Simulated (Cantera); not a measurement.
# Premixed flame

A freely propagating, adiabatic, planar premixed flame of H₂ : O₂ : N₂ = 1 : 0.357 : 1.04 (molar parts), equivalence ratio 1.4, unburnt at 575 K and 3.55 atm; multicomponent+Soret transport, grid criteria slope 0.08 and curve 0.16, no radiation.

Computed with Cantera and the H2/O2 subset of GRI-Mech 3.0, which has no nitrogen chemistry. The hydrogen kinetics of GRI-Mech 3.0 are dated; newer H2 mechanisms differ, most at raised pressure. Burning velocities carry a grid error of a few per cent, more on coarse grids.

```tsv
z (mm)	T (K)	u (m/s)	x H₂	x O₂	x O	x H₂O	x HO₂	x OH
-0.238	575	9.83	0.417	0.149	<1e-8	<1e-8	<1e-8	<1e-8
-0.159	575	9.83	0.417	0.149	<1e-8	<1e-8	<1e-8	<1e-8
-0.119	575	9.83	0.417	0.149	<1e-8	<1e-8	<1e-8	<1e-8
-0.0793	575	9.83	0.417	0.149	<1e-8	7.48e-7	6.56e-7	<1e-8
-0.0397	598	10.00	0.402	0.152	7.59e-6	0.000743	0.000387	4.06e-5
-0.0198	872	14.0	0.357	0.147	0.000404	0.0245	0.000665	0.00133
0	1379	21.6	0.258	0.103	0.00445	0.119	0.000280	0.00447
0.0198	1738	26.9	0.162	0.0415	0.00807	0.231	0.000104	0.0111
0.0397	1916	29.5	0.129	0.0165	0.00797	0.276	3.86e-5	0.0153
0.0793	2089	31.9	0.124	0.00746	0.00658	0.295	1.61e-5	0.0177
0.159	2260	34.1	0.127	0.00478	0.00455	0.306	9.26e-6	0.0175
0.317	2413	36.0	0.130	0.00285	0.00269	0.318	5.11e-6	0.0154
0.635	2534	37.5	0.132	0.00150	0.00140	0.328	2.54e-6	0.0123
```
x: mole fraction of selected species; z is measured from the peak of heat release.

The laminar burning velocity comes out as 983 cm/s, the thermal thickness is 0.0793 mm and the peak x(O) is 0.00823. The peak x(HO₂) is 0.000884. The peak x(OH) comes out as 0.0179 and the grid points is 113.
